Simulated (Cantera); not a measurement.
**Calcination and drying: K2SO4 + H2O + CO2**

Input: 1 mol K2SO4, 1.8 mol H2O, 0.14 mol CO2, held at 1373 K and 1 atm.

These are equilibrium values from Cantera (NASA tables, ideal gas, pure condensed phases), not measurements of a reactor. Candidate condensed phases: C, C6H6, C7H8, C8H18, H2O, H2SO4, K, KOH, KO2, K2CO3, K2O, K2O2, K2S, K2SO4, S; 130 gas species. Kinetics and transport are ignored.

```yaml
x(H2O): 0.927
x(CO2): 0.0721
x(KOH): 0.000386
x(SO2): 0.000193
x(O2): 0.000109
x(H2): 2.61e-5
x(K2SO4): 2.26e-5
x(OH): 1.07e-5
x(CO): 4.18e-6
n(K2SO4(l)): 1.000 mol
gas_amount: 1.941 mol
log10 activity of KOH(l) (absent): -2.64
log10 activity of K(l) (absent): -7.55
log10 activity of S(l) (absent): -10.76
```
